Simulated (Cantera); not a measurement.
**Aluminium and copper etching: Al + Cl₂**

Charge: 1 mol Al, 2.8 mol Cl₂, held at 10000 Pa.

Method: chemical equilibrium by Gibbs-energy minimisation in Cantera with the NASA 1993 tables (ideal gas, pure condensed phases). Candidate condensed phases: Al, AlCl₃; 8 gas species. Rates play no part.

```csv
T (K),x Cl₂,x AlCl₃,x Al₂Cl₆,x Cl,x AlCl₂
750,0.617,0.290,0.0925,6.74e-6,<1e-12
800,0.590,0.365,0.0445,2.27e-5,<1e-12
850,0.576,0.405,0.0193,6.70e-5,<1e-12
900,0.570,0.422,0.00833,0.000176,<1e-12
950,0.567,0.429,0.00380,0.000421,<1e-12
1000,0.566,0.432,0.00185,0.000924,5.80e-12
1050,0.564,0.433,0.000967,0.00188,3.26e-11
1100,0.563,0.433,0.000535,0.00359,1.56e-10
1150,0.560,0.433,0.000312,0.00649,6.50e-10
1200,0.557,0.432,0.000191,0.0111,2.40e-9
1250,0.551,0.431,0.000121,0.0183,7.99e-9
1300,0.543,0.428,7.97e-5,0.0289,2.42e-8
1350,0.531,0.425,5.39e-5,0.0439,6.77e-8
```
x: gas mole fraction; nothing condenses.

From 750 K to 1350 K nothing is condensed. The main Al-bearing gas is AlCl₃ throughout.
